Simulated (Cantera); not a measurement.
A closed system holds: 1 mol Si3N4, 7.6 mol NF3, 0.89 mol N2, equilibrated at 848.15 K and 150 Torr.

These are equilibrium values from Cantera (NASA tables, ideal gas, pure condensed phases), not measurements of a reactor. Candidate condensed phases: Si, Si3N4; 16 gas species. The numbers say what is thermodynamically allowed, not how fast it happens.

Base state: N2 0.434, F2 0.233, SiF4 0.217, NF3 0.0986, F 0.0180 (mole fractions); condensed: gas only.

Task: What changes in the equilibrium state with this change: Si3N4 replaced by BN?

Result: 
| species | before | after |
|---|---|---|
| F2 | 0.233 | 0.423 |
| N2 | 0.434 | 0.284 |
| NF3 | 0.0986 | 0.195 |
| SiF4 | 0.217 | 0 |
| BF3 | 0 | 0.0735 |
| F | 0.0180 | 0.0243 |
Further candidate phases: B, BN.
